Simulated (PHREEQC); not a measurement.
Ca(OH)2 is added in steps, without added water, to 1 kg of water holding 5.4 mmol/kgw HCl, 0.12 mmol/kgw CuSO4 and 8.8 mmol/kgw Na2SO4, at 65 °C. O2 is buffered at 0.21 atm. The system is closed to CO2. Only these solids could form: Gypsum, Portlandite, Cu(OH)2, Brochantite, Antlerite, Atacamite, Halite, Mirabilite, Chalcanthite.

Base run: PHREEQC, ion-association model, wateq4f.dat. Each further column changes one thing. The table gives Cu+2 (mol/kgw).

```
Ca(OH)2 added (mol)      base  Na2SO4 from 0.0088 to 0.0176 mol/kgw  diluted 10-fold with water  CuSO4 from 0.00012 to 1.2e-05 mol/kgw  no solid may form
-------------------  --------  ------------------------------------  --------------------------  -------------------------------------  -----------------
0                     8.10e-5                               7.00e-5                     1.06e-5                                8.11e-6            8.10e-5
0.0004                8.04e-5                               6.96e-5                    8.21e-12                                8.06e-6            8.04e-5
0.0007                8.00e-5                               6.93e-5                    6.80e-13                                8.02e-6            8.00e-5
0.0011                7.95e-5                               6.89e-5                    1.86e-13                                7.96e-6            7.95e-5
0.0014                7.91e-5                               6.86e-5                    1.03e-13                                7.92e-6            7.91e-5
0.0018                7.86e-5                               6.83e-5                    5.80e-14                                7.87e-6            7.86e-5
0.0021                7.81e-5                               6.80e-5                    4.16e-14                                7.83e-6            7.81e-5
0.0025                7.76e-5                               6.76e-5                    2.89e-14                                7.77e-6            7.76e-5
0.0028                2.94e-6                               3.75e-6                    2.30e-14                               2.70e-11            3.15e-6
0.0032               1.47e-12                              1.86e-12                    1.76e-14                               8.88e-13           4.08e-10
```

At this temperature some constants are extrapolated from 25 °C, and those without enthalpy data are left unchanged. The database's constant for dissolved Cu(OH)2 is higher than later reviews accept. In at least one series the solution becomes supersaturated in solids that the run did not let form, among them Cu(OH)2, Brochantite, Antlerite, Atacamite.
